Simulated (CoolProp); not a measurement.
Vapour-liquid equilibrium of propane (1) + isobutene (2) at 16.45 °C; x and y are mole fractions of (1).

Values from CoolProp's multi-fluid Helmholtz-energy mixture model, Lemmon 2009 and Lemmon 2005; pair parameters Bell 2016.

Q: Give the bubble pressure and the first vapour's composition at x = 0.35, 0.5, 0.95. Is there an azeotrope?

A: x = 0.35: 432.5 kPa, y = 0.608; x = 0.5: 503.8 kPa, y = 0.727; x = 0.95: 733.2 kPa, y = 0.979. No azeotrope shows between x = 0.05 and 0.95.

Pair parameters are fitted to limited data, so mixtures are less certain than the pure fluids. The gap from Raoult's law changes sign with composition, which may be real or a fault of the pair parameters; it wasn't checked against measurements.
